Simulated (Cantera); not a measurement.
A perfectly stirred reactor is fed with CH4 : C2H6 : C3H8 : O2 : N2 : CO2 = 1 : 0.23 : 0.24 : 4.6 : 36.4 : 8.4 (molar parts), equivalence ratio 0.87, at 1.40 bar; it is adiabatic with a 375 K inlet, and is followed from long to short residence time, starting on the burning branch (τ in s: 0.18, 0.086, 0.041, 0.02, 0.0095, 0.0046, 0.0022, 0.001, 0.0005, 0.00024, 0.00012, 5.6e-05, 2.7e-05).

Computed with Cantera and GRI-Mech 3.0 (53 species, 325 reactions).

**Question.** What does this change do: inlet temperature 375 to 550 K?

**Answer.** 
| quantity | before | after |
|---|---|---|
| blow-out, bracketed by the residence times tried | burning at 0.180 s, out at 86.0 ms | burning at 9.50 ms, out at 4.60 ms |
| x(CH4) at τ = 0.180 s | 6.31e-5 | 1.43e-5 |
| x(C2H6) at τ = 0.180 s | 3.44e-6 | 8.28e-7 |
| x(C3H8) at τ = 0.180 s | 3.47e-6 | 9.19e-7 |
| x(NO) at τ = 0.180 s | 1.90e-7 | 1.37e-6 |
| x(H2) at τ = 0.180 s | 0.000163 | 0.000116 |
| x(CH4) at τ = 2.20 ms | 0.0197 | 0.0197 |
| x(C2H6) at τ = 2.20 ms | 0.00452 | 0.00452 |
| x(C3H8) at τ = 2.20 ms | 0.00472 | 0.00472 |
| x(NO) at τ = 2.20 ms | <1e-12 | <1e-12 |
| x(H2) at τ = 2.20 ms | <1e-12 | <1e-12 |

**Question.** What does this change do: pressure from 1.40 bar to 3.60 bar?

**Answer.** 
```tsv
quantity	before	after
blow-out, bracketed by the residence times tried	burning at 0.180 s, out at 86.0 ms	burning at 0.180 s, out at 86.0 ms
x(CH4) at τ = 0.180 s	6.31e-5	0.000197
x(C2H6) at τ = 0.180 s	3.44e-6	1.13e-5
x(C3H8) at τ = 0.180 s	3.47e-6	9.78e-6
x(NO) at τ = 0.180 s	1.90e-7	5.12e-8
x(H2) at τ = 0.180 s	0.000163	0.000266
x(CH4) at τ = 2.20 ms	0.0197	0.0197
x(C2H6) at τ = 2.20 ms	0.00452	0.00452
x(C3H8) at τ = 2.20 ms	0.00472	0.00472
x(NO) at τ = 2.20 ms	<1e-12	<1e-12
x(H2) at τ = 2.20 ms	<1e-12	<1e-12
```
